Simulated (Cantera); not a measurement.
A Cantera script and what it prints.

```python
import numpy as np
import cantera as ct

gas_names = """
    CL CLO CL2 H HCL HOCL HO2 H2 H2O H2O2 O OH O2 O3 Ti TiCL TiCL2 TiCL3 TiCL4 TiO TiOCL TiOCL2 TiO2
""".split()
cond_names = """
    H2O(s) H2O(L) Ti(a) Ti(b) Ti(L) TiCL2(s) TiCL3(s) TiCL4(L) TiO(a) TiO(b) TiO(L) TiO2(ru) TiO2(L)
    Ti2O3(a) Ti2O3(b) Ti2O3(L) Ti3O5(a) Ti3O5(b) Ti3O5(L) Ti4O7(s) Ti4O7(L)
""".split()


# ... load() reads the species with a 1 bar reference pressure and builds the phases ...
atoms = {
    'TiO2': {'Ti': 1, 'O': 2},
    'HCl': {'H': 1, 'CL': 1},
    'H2': {'H': 2},
}
top_T = {'TiCL2(s)': 1300, 'TiCL3(s)': 1000}  # K; cautious upper limits of use, not melting points


# ... equilibrate(T, P, feed) seeds the gas with the atoms and calls Mixture.equilibrate('TP', solver="vcs", rtol=1e-11, max_steps=5000) ...
results = []
feed = {'TiO2': 1, 'HCl': 1.9, 'H2': 6.6}  # mol
P = 380  # Pa
for T in [1548, 1598, 1648, 1698, 1748, 1798, 1848, 1898, 1948]:
    mix = equilibrate(T, P, feed)
    results.append((T, P, feed, dict(zip(mix.species_names, mix.species_moles))))

top = {s: max(r[3][s] / sum(r[3][g] for g in gas_names) for r in results) for s in gas_names}
cols = sorted((s for s in top if top[s] > 1e-06), key=lambda s: -top[s])[:5]
seen = [c for c in cond_names if any(r[3].get(c, 0) > 1e-12 for r in results)]
print("log10 of partial pressures in bar; condensed amounts in mol")
print(f"{'T/K':>10s}" + "".join(f"{s[:9]:>10s}" for s in cols + seen))
for T, P, feed, n in results:
    ng = sum(n[g] for g in gas_names)
    print(f"{T:10.4g}" + "".join(f"{np.log10(max(n[s] / ng * P / 1e5, 1e-99)):10.3f}" for s in cols)
          + "".join(f"{n.get(c, 0):10.4g}" for c in seen))
```

Output:

```
log10 of partial pressures in bar; condensed amounts in mol
       T/K        H2       HCL       H2O         H        CL  TiO2(ru)  Ti3O5(b)  Ti4O7(s)
      1548    -2.540    -3.071    -4.186    -5.782    -6.410    0.4173         0    0.1457
      1598    -2.544    -3.071    -4.044    -5.546    -6.175    0.1914         0    0.2021
      1648    -2.547    -3.072    -3.952    -5.324    -5.954         0         0      0.25
      1698    -2.548    -3.072    -3.952    -5.114    -5.747         0         0      0.25
      1748    -2.548    -3.073    -3.953    -4.915    -5.553         0         0      0.25
      1798    -2.549    -3.074    -3.952    -4.728    -5.369         0  0.001918    0.2486
      1848    -2.556    -3.076    -3.829    -4.554    -5.193         0    0.3333         0
      1898    -2.558    -3.079    -3.830    -4.386    -5.029         0    0.3333         0
      1948    -2.560    -3.082    -3.832    -4.227    -4.874         0    0.3333         0
```

Cantera equilibrium calculation (NASA polynomials, part measured and part estimated; ideal gas, pure solids and liquids). Mutual solubility and eutectic melting of coexisting phases are not modelled. Condensed phases not in the tables: Magnéli phases beyond Ti4O7.
